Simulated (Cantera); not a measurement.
## Equilibrium for abatement and gas-phase synthesis: H2O + H2

A closed system holds: 1 mol H2O, 0.049 mol H2, held at 133 Pa.

Method: chemical equilibrium by Gibbs-energy minimisation in Cantera with the NASA 1993 tables (ideal gas, pure condensed phases). Candidate condensed phases: H2O; 9 gas species. Kinetics and transport are ignored.

From 825 °C to 2175 °C nothing is condensed.

| T (°C) | x H2O | x H | x H2 | x OH | x O | x O2 |
|---|---|---|---|---|---|---|
| 825 | 0.953 | 1.46e-7 | 0.0467 | 1.32e-8 | <1e-12 | <1e-12 |
| 975 | 0.953 | 2.76e-6 | 0.0467 | 5.76e-7 | 3.38e-11 | 3.44e-10 |
| 1125 | 0.953 | 2.80e-5 | 0.0467 | 1.13e-5 | 6.15e-9 | 6.00e-8 |
| 1275 | 0.953 | 0.000182 | 0.0467 | 0.000124 | 4.12e-7 | 3.88e-6 |
| 1425 | 0.951 | 0.000858 | 0.0469 | 0.000894 | 1.31e-5 | 0.000119 |
| 1575 | 0.939 | 0.00327 | 0.0508 | 0.00445 | 0.000219 | 0.00178 |
| 1725 | 0.893 | 0.0116 | 0.0692 | 0.0148 | 0.00181 | 0.0101 |
| 1875 | 0.785 | 0.0372 | 0.106 | 0.0354 | 0.00875 | 0.0275 |
| 2025 | 0.602 | 0.102 | 0.151 | 0.0653 | 0.0301 | 0.0501 |
| 2175 | 0.360 | 0.228 | 0.176 | 0.0912 | 0.0788 | 0.0665 |
x: gas mole fraction; nothing condenses.
